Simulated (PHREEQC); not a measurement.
A solution holds 0.021 mol/kgw CdI2, at 20 °C. Closed to the air; pH follows from the charge balance.

The numbers come from PHREEQC with the ion-association model, wateq4f.dat.

Each row changes one thing in this solution. Precipitation was switched off in this run.

```
case                                 pH  ionic strength (mol/kgw)  I- (mol/kgw)  CdI+ (mol/kgw)  Cd+2 (mol/kgw)  CdI2 (mol/kgw)
---------------------------------  ----  ------------------------  ------------  --------------  --------------  --------------
as made                            6.35                    0.0283        0.0225          0.0106         0.00590         0.00445
CdI2 from 0.021 to 0.0189 mol/kgw     …                    0.0264        0.0208         0.00955         0.00562         0.00373
CdI2 from 0.021 to 0.21 mol/kgw    6.22                     0.118         0.104          0.0767          0.0136           0.120
0.014 mol/kgw HF added             2.54                    0.0318        0.0227          0.0105               …         0.00439
temperature from 20 to 45 °C       5.94                         …        0.0228         0.00891         0.00697         0.00512
```

Some entries are withheld; supply them.


- CdI2 from 0.021 to 0.0189 mol/kgw, pH: 6.36
- 0.014 mol/kgw HF added, Cd+2 (mol/kgw): 0.00595
- temperature from 20 to 45 °C, ionic strength (mol/kgw): 0.0298

At this temperature some constants are extrapolated from 25 °C, and those without enthalpy data are left unchanged.
